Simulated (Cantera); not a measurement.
An isothermal, constant-pressure homogeneous reactor starts with C₂H₄ : H₂ = 1 : 36 (molar parts), at 1400 K and 0.484 atm.

Detailed kinetics in Cantera: GRI-Mech 3.0 (53 species, 325 reactions). GRI-Mech 3.0 was tuned for natural gas; its chemistry of ethylene as a main component is partial and can be far from experiment. GRI-Mech 3.0 stops at C3 and has no aromatics, soot or wall deposition, so with more carbon than oxygen in the feed, carbon stays in small species such as C2H2 where larger ones or solid carbon would form.

x: mole fraction; the columns are a selection and need not sum to one.

```csv
t (s),x C₂H₄,x H₂,x H,x C₂H₆,x CH₂,x C₂H
6.00e-5,0.0270,0.973,6.65e-9,1.44e-9,<1e-12,<1e-12
0.000149,0.0270,0.973,1.66e-8,7.74e-9,<1e-12,<1e-12
0.000369,0.0270,0.973,4.22e-8,4.49e-8,<1e-12,<1e-12
0.000915,0.0270,0.973,___,___,<1e-12,<1e-12
0.00227,0.0269,0.973,5.28e-7,2.28e-6,<1e-12,<1e-12
0.00563,0.0264,0.973,1.03e-5,5.33e-5,1.34e-11,5.91e-12
0.0140,0.0194,0.973,3.77e-5,0.000152,6.91e-11,2.55e-10
0.0346,___,0.972,___,___,7.07e-11,4.80e-10
0.0859,0.00679,0.971,2.75e-5,5.07e-5,6.92e-11,4.72e-10
0.213,0.00605,0.969,2.34e-5,4.45e-5,7.79e-11,3.84e-10
0.529,0.00532,0.966,1.88e-5,3.84e-5,8.18e-11,2.71e-10
1.31,0.00420,0.961,1.41e-5,2.94e-5,7.37e-11,1.61e-10
3.25,0.00277,0.956,1.03e-5,1.90e-5,5.80e-11,7.82e-11
8.06,0.00143,0.950,7.87e-6,1.04e-5,4.43e-11,3.09e-11
20.0,0.000750,0.947,6.92e-6,6.48e-6,3.84e-11,1.40e-11
```

Q: Some entries are withheld; supply them.

A: 
- 0.000915, x H: 1.18e-7
- 0.000915, x C₂H₆: 2.80e-7
- 0.0346, x C₂H₄: 0.0105
- 0.0346, x H: 3.31e-5
- 0.0346, x C₂H₆: 8.11e-5
